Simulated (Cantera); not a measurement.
Charge: 1 mol SiCl4, 0.27 mol HCl, 500 mol H2, held at 75.0 Torr.

Equilibrium computed with Cantera from the NASA thermochemical tables; the gas is ideal and each condensed phase is pure. Candidate condensed phases: Si; 19 gas species. The tables' values for SiCl3 are old estimates; treat these amounts as uncertain. The numbers say what is thermodynamically allowed, not how fast it happens.

**Question.** At 1050 K, list the 4 most abundant gas species with their mole fractions, and the condensed phases.

**Answer.** H2 0.993, HCl 0.00660, SiHCl3 0.000280, SiCl4 0.000179. Condensed: Si(s).
